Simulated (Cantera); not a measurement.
Feed: 1 mol C2F6, 2.1 mol H2, equilibrated at 2523.15 K and 6.90 Pa.

Method: chemical equilibrium by Gibbs-energy minimisation in Cantera with the NASA 1993 tables (ideal gas, pure condensed phases). Candidate condensed phases: C, C6H6, C7H8, C8H18; 95 gas species. The feed counts by its element totals alone. Equilibrium is a limit: real reactors are often held back by kinetics, nucleation or transport.

Base state: HF 0.609, F 0.317, H 0.0477, CF 0.0111, C3 0.0103, C 0.00331, C2 0.000952, CF2 0.000672 (mole fractions); condensed: C(graphite).

**Question.** What changes in the equilibrium state with this change: C2F6 replaced by CH2F2?

**Answer.** 
```
species             before     after
----------------  --------  --------
H                   0.0477     0.625
HF                   0.609     0.312
H2                0.000203    0.0348
F                    0.317    0.0124
CF                  0.0111  0.000436
C3                  0.0103    0.0103
CF2               0.000672   1.03e-6
C2H2 (acetylene)   2.42e-6  0.000415
C2H                4.29e-5  0.000561
C5                 3.38e-5   3.38e-5
C(graphite), mol      1.69     0.762
```
